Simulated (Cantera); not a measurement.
**Low-pressure radical oxidation in H2/O2**

An isothermal, constant-pressure homogeneous reactor starts with 1.77 % H₂, 98.2 % O₂, equivalence ratio 0.0090, at 1425 K and 6.08 Torr.

Detailed kinetics in Cantera: the H2/O2 subset of GRI-Mech 3.0, which has no nitrogen chemistry. Radical loss at walls, strong at low pressure, is not modelled.

| t (s) | x H₂ | x O₂ | x H | x HO₂ | x OH | x H₂O |
|---|---|---|---|---|---|---|
| 0.000300 | 0.0177 | 0.982 | 3.12e-8 | 1.04e-7 | 1.28e-7 | 6.84e-8 |
| 0.000917 | 0.0177 | 0.982 | 2.83e-7 | 3.17e-7 | 1.55e-6 | 1.77e-6 |
| 0.00280 | 0.0161 | 0.981 | 0.000141 | 6.57e-7 | 0.000768 | 0.00108 |
| 0.00857 | 0.000120 | 0.966 | 0.000815 | 3.99e-7 | 0.00242 | 0.0159 |
| 0.0262 | 0.000115 | 0.966 | 0.000783 | 3.93e-7 | 0.00238 | 0.0160 |
| 0.0801 | 0.000107 | 0.967 | 0.000702 | 3.80e-7 | 0.00231 | 0.0161 |
| 0.245 | 8.79e-5 | 0.970 | 0.000513 | 3.45e-7 | 0.00209 | 0.0163 |
| 0.749 | 5.20e-5 | 0.975 | 0.000227 | 2.62e-7 | 0.00161 | 0.0168 |
| 2.29 | 1.75e-5 | 0.980 | 4.31e-5 | 1.39e-7 | 0.000936 | 0.0173 |
| 7.00 | 3.46e-6 | 0.982 | 3.73e-6 | 5.13e-8 | 0.000417 | 0.0176 |
| 21.4 | 5.87e-7 | 0.982 | 2.60e-7 | 3.04e-8 | 0.000172 | 0.0178 |
| 65.4 | 1.61e-7 | 0.982 | 3.71e-8 | 4.13e-8 | 8.99e-5 | 0.0178 |
| 200 | 1.32e-7 | 0.982 | 2.78e-8 | 4.45e-8 | 8.16e-5 | 0.0178 |
x: mole fraction; the columns are a selection and need not sum to one.

Equilibrium at this temperature and pressure: H₂ 1.32e-7, O₂ 0.982, H 2.78e-8, HO₂ 4.45e-8, OH 8.16e-5, H₂O 0.0178 (gas phase only).
